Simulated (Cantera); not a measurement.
An isothermal, constant-pressure homogeneous reactor starts with H2 : O2 : N2 = 0.11 : 1 : 1.3 (molar parts), equivalence ratio 0.055, at 1400 K and 0.0120 bar.

Computed with Cantera and the H2/O2 subset of GRI-Mech 3.0, which has no nitrogen chemistry. Radical loss at walls, strong at low pressure, is not modelled. The temperature is held fixed by assumption; the heat of reaction is taken as removed at once.

x: mole fraction; the columns are a selection and need not sum to one.

| t (s) | x H2 | x O2 | x O | x H | x H2O2 | x H2O | x OH |
|---|---|---|---|---|---|---|---|
| 3.00e-6 | 0.0456 | 0.415 | 3.40e-11 | [?] | <1e-12 | <1e-12 | 3.38e-11 |
| 9.16e-6 | 0.0456 | 0.415 | 2.99e-10 | [?] | <1e-12 | 1.54e-11 | 2.95e-10 |
| 2.80e-5 | 0.0456 | 0.415 | 2.45e-9 | [?] | 2.35e-12 | 3.87e-10 | 2.35e-9 |
| 8.54e-5 | 0.0456 | 0.415 | 1.78e-8 | [?] | 2.15e-11 | 8.42e-9 | 1.60e-8 |
| 0.000261 | 0.0456 | 0.415 | 1.64e-7 | [?] | 1.91e-10 | 1.91e-7 | 1.35e-7 |
| 0.000795 | 0.0456 | 0.415 | 1.30e-5 | [?] | 1.55e-9 | 2.21e-5 | 1.05e-5 |
| 0.00243 | 0.00254 | 0.382 | 0.0254 | [?] | 4.82e-8 | 0.0354 | 0.00583 |
| 0.00741 | 0.00132 | 0.380 | 0.0275 | [?] | 3.60e-8 | 0.0378 | 0.00478 |
| 0.0226 | 0.00121 | 0.382 | 0.0248 | [?] | 3.58e-8 | 0.0387 | 0.00459 |
| 0.0691 | 0.000928 | 0.387 | 0.0183 | [?] | 3.46e-8 | 0.0408 | 0.00405 |
| 0.211 | 0.000447 | 0.394 | 0.00838 | [?] | 2.83e-8 | 0.0438 | 0.00283 |
| 0.644 | 0.000102 | 0.400 | 0.00186 | [?] | 1.51e-8 | 0.0458 | 0.00136 |
| 1.97 | 1.50e-5 | 0.401 | 0.000271 | [?] | 5.21e-9 | 0.0464 | 0.000524 |
| 6.00 | 2.41e-6 | 0.401 | 4.34e-5 | [?] | 1.51e-9 | 0.0466 | 0.000210 |

### Question
Fill in the missing entries.

### Answer

- 3.00e-6, x H: 1.16e-9
- 9.16e-6, x H: 3.37e-9
- 2.80e-5, x H: 9.08e-9
- 8.54e-5, x H: 2.47e-8
- 0.000261, x H: 1.31e-7
- 0.000795, x H: 9.37e-6
- 0.00243, x H: 0.00968
- 0.00741, x H: 0.00830
- 0.0226, x H: 0.00715
- 0.0691, x H: 0.00460
- 0.211, x H: 0.00145
- 0.644, x H: 0.000152
- 1.97, x H: 8.49e-6
- 6.00, x H: 5.47e-7
